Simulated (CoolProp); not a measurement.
Vapour-liquid equilibrium of C2F6 (R116) (1) + propylene (2) at -47.55 °C; x and y are mole fractions of (1).

Computed with CoolProp (multi-fluid Helmholtz-energy mixture model, Lemmon 2006 and Lemmon 2013; pair parameters Bell 2016).

Q: Give the bubble pressure and the first vapour's composition at x = 0.05, 0.35, 0.8. Is there an azeotrope?

A: x = 0.05: 223.6 kPa, y = 0.549; x = 0.35: 396.8 kPa, y = 0.762; x = 0.8: 418.2 kPa, y = 0.829. y crosses x between x = 0.8 and 0.95: the model has an azeotrope there.

The pair parameters rest on a limited set of measurements; away from them the model extrapolates. With so large a gap from Raoult's law the liquid may split in two, which this calculation doesn't test in full.
